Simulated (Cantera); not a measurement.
Charge: 1 mol C3H6, 0.063 mol O2, held at 0.0230 bar.

These are equilibrium values from Cantera (NASA tables, ideal gas, pure condensed phases), not measurements of a reactor. Candidate condensed phases: C, C6H6, C7H8, C8H18, H2O; 131 gas species. Ions and electrons are included (thermal ionisation). Equilibrium is a limit: real reactors are often held back by kinetics, nucleation or transport. All values below are at 4000 K.

Base state: H 0.708, C 0.221, C2 0.0300, C3 0.0200, CO 0.0151, H2 0.00453, C2H 0.00124, CH 0.000296 (mole fractions); condensed: gas only.

Q: What changes in the equilibrium state with this change: C3H6 replaced by CH3OH?

A: 
```tsv
species	before	after
H	0.708	0.774
CO	0.0151	0.196
O	4.06e-7	0.0244
C	0.221	4.78e-5
C2	0.0300	1.40e-9
C3	0.0200	<1e-9
C2H	0.00124	<1e-9
OH	4.63e-9	0.000305
C4	4.86e-5	<1e-9
C5	2.34e-5	<1e-9
C2H2 (acetylene)	1.63e-5	<1e-9
```
